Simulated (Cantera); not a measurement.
An adiabatic, constant-pressure homogeneous reactor starts with C3H8 : O2 : N2 = 1.3 : 3.57 : 13.4 (molar parts), at 1575 K and 0.440 bar.

Computed with Cantera and GRI-Mech 3.0 (53 species, 325 reactions). GRI-Mech 3.0 was tuned for natural gas; its chemistry of propane as a main component is partial and can be far from experiment.

x: mole fraction; the columns are a selection and need not sum to one.

| t (s) | T (K) | x C3H8 | x O2 | x N2O | x H2O | x CO2 |
|---|---|---|---|---|---|---|
| 2.00e-6 | 1570 | 0.0704 | 0.195 | 1.66e-11 | 2.06e-5 | 5.75e-8 |
| 6.32e-6 | 1560 | 0.0680 | 0.194 | 2.39e-10 | 0.000331 | 3.34e-6 |
| 2.00e-5 | 1544 | 0.0582 | 0.189 | 1.05e-9 | 0.00319 | 7.70e-5 |
| 6.32e-5 | 1628 | 0.0174 | 0.151 | 6.90e-9 | 0.0277 | 0.000910 |
| 0.000200 | 2706 | <1e-12 | [?] | [?] | 0.113 | 0.0236 |
| 0.000632 | 2685 | <1e-12 | [?] | [?] | 0.112 | 0.0237 |
| 0.00200 | 2658 | <1e-12 | 0.000341 | 2.95e-8 | 0.110 | 0.0237 |
| 0.00632 | 2649 | <1e-12 | 0.000359 | 3.12e-8 | 0.110 | 0.0237 |
| 0.0200 | 2648 | <1e-12 | 0.000355 | 3.33e-8 | 0.110 | 0.0236 |
| 0.0632 | 2648 | <1e-12 | 0.000355 | 3.33e-8 | 0.110 | 0.0236 |
| 0.200 | 2648 | <1e-12 | 0.000355 | 3.33e-8 | 0.110 | 0.0236 |
| 0.632 | 2648 | <1e-12 | 0.000355 | 3.33e-8 | 0.110 | 0.0236 |
| 2.00 | 2648 | <1e-12 | 0.000355 | 3.33e-8 | 0.110 | 0.0236 |

### Question
Some entries are withheld; supply them.

### Answer

- 0.000200, x O2: 0.000206
- 0.000200, x N2O: 4.39e-8
- 0.000632, x O2: 0.000261
- 0.000632, x N2O: 3.25e-8
